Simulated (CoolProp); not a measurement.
Vapour-liquid equilibrium of dimethyl carbonate (1) + n-nonane (2) at 196.75 °C; x and y are mole fractions of (1).

Model: multi-fluid Helmholtz-energy mixture model, Zhou 2011 and Lemmon 2006; pair parameters Bell 2016, in CoolProp.

```json
[
 {"x": "0.05", "bubble pressure, mixture model (kPa)": "387.6", "bubble pressure, Raoult's law (kPa)": "346.3", "y, mixture model": "(withheld)", "y, Raoult's law": "0.183"},
 {"x": "0.15", "bubble pressure, mixture model (kPa)": "557.5", "bubble pressure, Raoult's law (kPa)": "443.6", "y, mixture model": "0.499", "y, Raoult's law": "0.430"},
 {"x": "0.25", "bubble pressure, mixture model (kPa)": "705.1", "bubble pressure, Raoult's law (kPa)": "541.0", "y, mixture model": "0.626", "y, Raoult's law": "0.587"},
 {"x": "0.35", "bubble pressure, mixture model (kPa)": "827.5", "bubble pressure, Raoult's law (kPa)": "638.3", "y, mixture model": "(withheld)", "y, Raoult's law": "0.697"},
 {"x": "0.45", "bubble pressure, mixture model (kPa)": "927.0", "bubble pressure, Raoult's law (kPa)": "735.6", "y, mixture model": "0.755", "y, Raoult's law": "0.777"},
 {"x": "0.55", "bubble pressure, mixture model (kPa)": "1009", "bubble pressure, Raoult's law (kPa)": "833.0", "y, mixture model": "0.796", "y, Raoult's law": "0.839"},
 {"x": "0.65", "bubble pressure, mixture model (kPa)": "(withheld)", "bubble pressure, Raoult's law (kPa)": "930.3", "y, mixture model": "(withheld)", "y, Raoult's law": "0.888"},
 {"x": "0.75", "bubble pressure, mixture model (kPa)": "1142", "bubble pressure, Raoult's law (kPa)": "1028", "y, mixture model": "(withheld)", "y, Raoult's law": "0.928"},
 {"x": "0.85", "bubble pressure, mixture model (kPa)": "1199", "bubble pressure, Raoult's law (kPa)": "1125", "y, mixture model": "0.911", "y, Raoult's law": "0.960"},
 {"x": "0.95", "bubble pressure, mixture model (kPa)": "(withheld)", "bubble pressure, Raoult's law (kPa)": "1222", "y, mixture model": "0.965", "y, Raoult's law": "0.988"}
]
```

Question: Fill in the missing entries.

Answer: 
- 0.05, y, mixture model: 0.243
- 0.35, y, mixture model: 0.703
- 0.65, bubble pressure, mixture model (kPa): 1079
- 0.65, y, mixture model: 0.832
- 0.75, y, mixture model: 0.869
- 0.95, bubble pressure, mixture model (kPa): 1250

The largest gap from Raoult's law is +30.3 % in bubble pressure, at x = 0.25. No azeotrope shows between x = 0.05 and 0.95.

Pair parameters are fitted to limited data, so mixtures are less certain than the pure fluids.
